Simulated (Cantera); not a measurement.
A closed system holds: 1 mol Cu, 0.032 mol H₂O, 210 mol N₂, held at 698.15 K and 0.133 bar.

Cantera equilibrium calculation (NASA polynomials, part measured and part estimated; ideal gas, pure solids and liquids). Candidate condensed phases: Cu, CuO, Cu(OH)₂, Cu₂O, H₂O; 27 gas species. The numbers say what is thermodynamically allowed, not how fast it happens.

Base state: N₂ 1.000, H₂O 0.000152 (mole fractions); condensed: Cu(s).

What changes in the equilibrium state with this change: Cu replaced by Al?


```
species          before     after
-------------  --------  --------
N₂                1.000     1.000
H₂                <1e-9  0.000153
H₂O            0.000152     <1e-9
Cu(s), mol         1.00         0
AlN(s), mol           0     0.979
Al₂O₃(s), mol         0    0.0107
```
Further candidate phases: Al, AlN, Al₂O₃.
